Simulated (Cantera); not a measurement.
Feed: 1 mol SiHCl₃, 0.14 mol NH₃, a varied amount of H₂, 0.52 mol N₂, held at 1925 K and 1.00 bar.

Equilibrium computed with Cantera from the NASA thermochemical tables; the gas is ideal and each condensed phase is pure. Candidate condensed phases: NH₄Cl, Si, Si₃N₄; 28 gas species. The tables' values for SiCl₃, SiCl are old estimates; treat these amounts as uncertain. Gases not in the tables: Si₂H₆ and higher silanes. Equilibrium is a limit: real reactors are often held back by kinetics, nucleation or transport.

log p: log10 of the partial pressure in bar; n: condensed amount in mol.

```tsv
n(H₂) (mol)	log p H₂	log p HCl	log p SiCl₂	log p N₂	log p SiCl₃	n Si(l)
12	-0.10	-0.95	-1.38	-1.40	-2.80	0.350
19	-0.07	-1.06	-1.63	-1.57	-3.17	0.465
27	-0.05	-1.15	-1.84	-1.70	-3.49	0.551
34	-0.04	-1.22	-1.99	-1.80	-3.71	0.605
41	-0.03	-1.28	-2.11	-1.87	-3.89	0.646
48	-0.03	-1.33	(withheld)	(withheld)	-4.05	0.679
55	-0.03	-1.38	-2.31	-1.99	-4.20	0.706
63	-0.02	-1.43	-2.41	-2.05	-4.34	0.731
70	-0.02	-1.46	-2.49	-2.09	-4.46	0.749
77	-0.02	-1.50	-2.56	-2.13	-4.56	0.765
84	-0.02	-1.53	(withheld)	-2.17	-4.66	0.778
91	-0.02	-1.56	-2.68	-2.20	-4.75	0.790
99	-0.02	-1.59	-2.74	-2.24	-4.85	0.802
```

Fill in the missing entries.


- 48, log p SiCl₂: -2.22
- 48, log p N₂: -1.94
- 84, log p SiCl₂: -2.62
